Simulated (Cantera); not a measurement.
Feed: 1 mol C6H6, 13 mol H2, equilibrated at 948.15 K.

Cantera equilibrium calculation (NASA polynomials, part measured and part estimated; ideal gas, pure solids and liquids). Candidate condensed phases: C, C6H6, C7H8, C8H18; 76 gas species. The ideal-gas law is rough above about 30 bar. Equilibrium is a limit: real reactors are often held back by kinetics, nucleation or transport.

What share of the C ends up in condensed phases as a function of P (Pa), at 10, 56, 320, 1800, 10000, 56000, 320000, 1800000, 10000000?


```csv
P (Pa),C condensed (%),as
10,100.0,C(graphite)
56,100.0,C(graphite)
320,99.9,C(graphite)
1800,99.2,C(graphite)
10000,95.7,C(graphite)
56000,80.0,C(graphite)
320000,41.3,C(graphite)
1800000,3.2,C(graphite)
10000000,0.0,-
```
